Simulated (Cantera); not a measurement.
A perfectly stirred reactor is fed with CH3OH : O2 : N2 = 1 : 2 : 7.52 (molar parts), at 9750 Torr; it is adiabatic with a 350 K inlet, and is followed from long to short residence time, starting on the burning branch (τ in s: 0.037, 0.016, 0.0065, 0.0027, 0.0012, 0.00048, 0.0002, 8.5e-05, 3.6e-05).

Computed with Cantera and GRI-Mech 3.0 (53 species, 325 reactions). GRI-Mech 3.0 was tuned for natural gas; its chemistry of methanol as a main component is partial and can be far from experiment. The pressure lies above the range GRI-Mech 3.0 was tuned for (to about 10 atm).

Problem. What does this change do: inlet temperature 350 to 625 K?

Solution. 
```
quantity                                                                      before                                   after
------------------------------------------------  ----------------------------------  --------------------------------------
blow-out, bracketed by the residence times tried  burning at 85.0 µs, out at 36.0 µs  burning at 36.0 µs, the shortest tried
x(CH3OH) at τ = 37.0 ms                                                      1.09e-6                                 3.98e-7
x(O2) at τ = 37.0 ms                                                          0.0452                                  0.0443
x(C2H) at τ = 37.0 ms                                                         <1e-12                                  <1e-12
x(NO) at τ = 37.0 ms                                                        0.000148                                 0.00175
x(N2O) at τ = 37.0 ms                                                        7.02e-7                                 9.94e-7
x(CH3OH) at τ = 1.20 ms                                                      1.92e-5                                 9.55e-6
x(O2) at τ = 1.20 ms                                                          0.0460                                  0.0456
x(C2H) at τ = 1.20 ms                                                         <1e-12                                  <1e-12
x(NO) at τ = 1.20 ms                                                         2.27e-5                                0.000132
x(N2O) at τ = 1.20 ms                                                        1.62e-6                                 1.40e-6
```

Problem. What does this change do: inlet temperature 350 to 475 K?

Solution. 
```json
[
 {"quantity": "blow-out, bracketed by the residence times tried", "before": "burning at 85.0 µs, out at 36.0 µs", "after": "burning at 36.0 µs, the shortest tried"},
 {"quantity": "x(CH3OH) at τ = 37.0 ms", "before": "1.09e-6", "after": "6.85e-7"},
 {"quantity": "x(O2) at τ = 37.0 ms", "before": "0.0452", "after": "0.0449"},
 {"quantity": "x(C2H) at τ = 37.0 ms", "before": "<1e-12", "after": "<1e-12"},
 {"quantity": "x(NO) at τ = 37.0 ms", "before": "0.000148", "after": "0.000500"},
 {"quantity": "x(N2O) at τ = 37.0 ms", "before": "7.02e-7", "after": "8.13e-7"},
 {"quantity": "x(CH3OH) at τ = 1.20 ms", "before": "1.92e-5", "after": "1.41e-5"},
 {"quantity": "x(O2) at τ = 1.20 ms", "before": "0.0460", "after": "0.0458"},
 {"quantity": "x(C2H) at τ = 1.20 ms", "before": "<1e-12", "after": "<1e-12"},
 {"quantity": "x(NO) at τ = 1.20 ms", "before": "2.27e-5", "after": "4.80e-5"},
 {"quantity": "x(N2O) at τ = 1.20 ms", "before": "1.62e-6", "after": "1.48e-6"}
]
```
